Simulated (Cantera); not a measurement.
Adiabatic ignition

An adiabatic, constant-pressure homogeneous reactor starts with H2 : O2 : N2 = 1 : 0.278 : 1.04 (molar parts), at 1400 K and 750 Torr.

Model: GRI-Mech 3.0 (53 species, 325 reactions), integrated in Cantera.

```json
[
 {"t (s)": "3.00e-6", "T (K)": "1400", "x H2": "0.431", "x O2": "0.120", "x N2O": "<1e-12", "x H2O": "6.43e-7", "x OH": "5.05e-8", "x NO": "<1e-12", "x NO2": "<1e-12"},
 {"t (s)": "1.18e-5", "T (K)": "1401", "x H2": "0.430", "x O2": "0.120", "x N2O": "4.43e-11", "x H2O": "0.000640", "x OH": "3.57e-5", "x NO": "7.00e-12", "x NO2": "<1e-12"},
 {"t (s)": "4.68e-5", "T (K)": "2245", "x H2": "0.177", "x O2": "0.00362", "x N2O": "1.32e-8", "x H2O": "0.222", "x OH": "0.0181", "x NO": "2.85e-5", "x NO2": "5.50e-10"},
 {"t (s)": "0.000185", "T (K)": "2694", "x H2": "0.199", "x O2": "0.00102", "x N2O": "3.69e-8", "x H2O": "0.245", "x OH": "0.0141", "x NO": "0.000151", "x NO2": "4.88e-9"},
 {"t (s)": "0.000729", "T (K)": "2781", "x H2": "0.204", "x O2": "0.000627", "x N2O": "5.50e-8", "x H2O": "0.251", "x OH": "0.0118", "x NO": "0.000604", "x NO2": "2.25e-8"},
 {"t (s)": "0.00288", "T (K)": "2778", "x H2": "0.204", "x O2": "0.000605", "x N2O": "6.52e-8", "x H2O": "0.250", "x OH": "0.0116", "x NO": "0.00140", "x NO2": "5.14e-8"},
 {"t (s)": "0.0114", "T (K)": "2777", "x H2": "0.205", "x O2": "0.000602", "x N2O": "6.74e-8", "x H2O": "0.250", "x OH": "0.0116", "x NO": "0.00152", "x NO2": "5.57e-8"},
 {"t (s)": "0.0449", "T (K)": "2777", "x H2": "0.205", "x O2": "0.000602", "x N2O": "6.74e-8", "x H2O": "0.250", "x OH": "0.0116", "x NO": "0.00152", "x NO2": "5.57e-8"},
 {"t (s)": "0.177", "T (K)": "2777", "x H2": "0.205", "x O2": "0.000602", "x N2O": "6.74e-8", "x H2O": "0.250", "x OH": "0.0116", "x NO": "0.00152", "x NO2": "5.57e-8"},
 {"t (s)": "0.700", "T (K)": "2777", "x H2": "0.205", "x O2": "0.000602", "x N2O": "6.74e-8", "x H2O": "0.250", "x OH": "0.0116", "x NO": "0.00152", "x NO2": "5.57e-8"}
]
```
x: mole fraction; the columns are a selection and need not sum to one.

```
Item                                                                  Result
---------------------------------  -----------------------------------------
time of steepest temperature rise                                    19.8 µs
temperature at 0.700 s                                                2777 K
equilibrium temperature                                               2777 K
x(H2) at 0.700 s                         0.205 (gas-phase equilibrium 0.205)
x(O2) at 0.700 s                   0.000602 (gas-phase equilibrium 0.000602)
x(N2O) at 0.700 s                    6.74e-8 (gas-phase equilibrium 6.74e-8)
```
